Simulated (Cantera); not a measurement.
A perfectly stirred reactor is fed with 20.0 % NH₃, 80.0 % N₂, at 1.00 bar; it is held at 1823 K, and followed from long to short residence time.

Model: the gas-phase N/H chemistry of the illustrative SiF4/NH3 mechanism in the Surface Chemkin manual (1991), integrated in Cantera. Walls and surfaces, which speed up NH3 decomposition in real reactors, are not modelled.

Q: Predict: x(NH₃) at τ = 11.0 s; x(NH₂) at τ = 11.0 s; x(H₂) at τ = 11.0 s; x(N₂H₂) at τ = 11.0 s; x(NH) at τ = 11.0 s; x(NH₃) at τ = 0.170 s; x(NH₂) at τ = 0.170 s; x(H₂) at τ = 0.170 s; x(N₂H₂) at τ = 0.170 s; x(NH) at τ = 0.170 s.

A: 
```
Property                   Value
----------------------  --------
x(NH₃) at τ = 11.0 s      0.0116
x(NH₂) at τ = 11.0 s     2.13e-5
x(H₂) at τ = 11.0 s        0.235
x(N₂H₂) at τ = 11.0 s    8.79e-9
x(NH) at τ = 11.0 s      6.57e-7
x(NH₃) at τ = 0.170 s      0.129
x(NH₂) at τ = 0.170 s   0.000137
x(H₂) at τ = 0.170 s      0.0882
x(N₂H₂) at τ = 0.170 s   2.55e-7
x(NH) at τ = 0.170 s     2.15e-6
```
